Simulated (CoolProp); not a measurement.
Hydrogen chloride along the isotherm 363.3 K: fugacity coefficient from the reference equation and from simpler models built on Tc = 324.7 K, pc = 8.314 MPa, ω = 0.130; each cubic takes its own stable root.

The numbers come from the reference Helmholtz-energy equation of state, Thol 2018 in CoolProp.

```csv
p (MPa),phase,reference,Redlich-Kwong,Peng-Robinson
0.779,gas,0.9754,0.9771,0.9747
1.56,gas,0.9511,0.9545,0.9499
2.34,gas,0.9273,0.9321,0.9255
3.12,gas,0.9039,0.9100,0.9015
3.9,gas,0.8808,0.8881,0.8779
4.68,gas,0.8582,0.8665,0.8548
5.46,gas,0.8359,0.8451,0.8320
6.24,gas,0.8139,0.8238,0.8097
7.01,gas,0.7926,0.8031,0.7880
7.79,gas,0.7713,0.7822,0.7663
8.57,supercritical,0.7503,0.7616,0.7451
9.35,supercritical,0.7297,0.7411,0.7242
10.1,supercritical,0.7101,0.7215,0.7045
10.9,supercritical,0.6895,0.7009,0.6839
11.7,supercritical,0.6692,0.6805,0.6638
12.5,supercritical,0.6492,0.6604,0.6442
```
